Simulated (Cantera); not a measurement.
Feed: 1 mol borazine, 0.17 mol H2O, equilibrated at 0.133 bar.

Equilibrium computed with Cantera from the NASA thermochemical tables; the gas is ideal and each condensed phase is pure. Candidate condensed phases: B, BN, B2O3, B3O3H3, H2O; 39 gas species. The feed counts by its element totals alone. Mutual solubility and eutectic melting of coexisting phases are not modelled. Gases not in the tables: H3BO3. Kinetics and transport are ignored.

Q: At 1475 K, list the 5 most abundant gas species with their mole fractions, and the condensed phases.

A: H2 0.979, N2 0.0171, HBO2 0.00169, H2O 0.00101, HBO 0.000760. Condensed: BN(s) + B2O3(l).
